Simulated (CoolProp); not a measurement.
Vapour pressure (MPa) of water: the reference equation beside estimates from Tc = 373.9 °C, pc = 22.06 MPa, ω = 0.344. Clausius-Clapeyron is anchored at 220.65 °C with a constant enthalpy of vaporisation of 33.41 kJ/mol.

The numbers come from the reference Helmholtz-energy equation of state, Wagner 2002 in CoolProp.

| T (°C) | reference | Lee-Kesler | Clausius-Clapeyron | van der Waals | Redlich-Kwong | Peng-Robinson |
|---|---|---|---|---|---|---|
| 220.65 | 2.349 | 2.389 | 2.349 | 6.774 | 3.840 | 2.368 |
| 234.05 | 3.011 | 3.068 | 2.912 | 7.690 | 4.683 | 3.042 |
| 247.55 | 3.814 | 3.890 | 3.576 | 8.689 | 5.655 | 3.860 |
| 261.05 | 4.773 | 4.866 | 4.346 | 9.766 | 6.757 | 4.837 |
| 274.45 | 5.896 | 6.004 | 5.224 | 10.91 | 7.987 | 5.981 |
| 287.95 | 7.222 | 7.340 | 6.233 | 12.15 | 9.372 | 7.330 |
| 301.45 | 8.765 | 8.889 | 7.375 | 13.47 | 10.91 | 8.898 |
| 314.85 | 10.53 | 10.66 | 8.649 | 14.87 | 12.59 | 10.69 |
| 328.35 | 12.59 | 12.71 | 10.08 | 16.36 | 14.46 | 12.76 |
| 341.75 | 14.92 | 15.03 | 11.66 | 17.93 | 16.48 | 15.10 |

Absolute difference from the reference over all 10 rows, mean and median: Lee-Kesler 1.5 and 1.7 %, Clausius-Clapeyron 11.9 and 12.5 %, van der Waals 87.4 and 76.6 %, Redlich-Kwong 34.3 and 32.6 %, Peng-Robinson 1.3 and 1.3 %.
